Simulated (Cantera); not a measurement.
Feed: 1 mol Si₃N₄, 930 mol H₂, equilibrated at 1873 K and 8.60 Pa.

Method: chemical equilibrium by Gibbs-energy minimisation in Cantera with the NASA 1993 tables (ideal gas, pure condensed phases). Candidate condensed phases: Si, Si₃N₄; 18 gas species. The numbers say what is thermodynamically allowed, not how fast it happens.

Base state: H₂ 0.928, H 0.0670, Si 0.00307, N₂ 0.00207, SiH 2.56e-5 (mole fractions); condensed: gas only.

### Question
What changes in the equilibrium state with this change: pressure from 8.60 Pa to 100000 Pa?

### Answer
| species | before | after |
|---|---|---|
| H₂ | 0.928 | 0.997 |
| N₂ | 0.00207 | 0.00214 |
| H | 0.0670 | 0.000644 |
| Si | 0.00307 | 8.82e-6 |
| SiH₂ | 1.36e-6 | 4.89e-5 |
| SiH | 2.56e-5 | 8.21e-6 |
| Si(l), mol | 0 | 2.94 |
Gases not in the tables: Si₂H₆ and higher silanes.
